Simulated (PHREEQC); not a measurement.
0.32 g of hydrous ferric oxide (600 m²/g; 0.2 weak and 0.005 strong sites per Fe, Dzombak-Morel constants, diffuse double layer) in 1 kg of water with 0.3 mol/kgw of an inert sodium salt, at 25 °C; the pH is set by adding NaOH or the inert anion's acid. Oxygen alone is held at its pressure in air (log pO2 = -0.68). CO2 from the air is kept out. No solid was allowed to form.

The numbers come from PHREEQC with the ion-association model, wateq4f.dat.

**Question.** Predict surface charge σ (C/m²) at pH = 5, 6, 8.

**Answer.** 
| pH | surface charge σ (C/m²) |
|---|---|
| 5 | 0.269 |
| 6 | 0.154 |
| 8 | 0.006 |

Species that the database lacks are ignored.
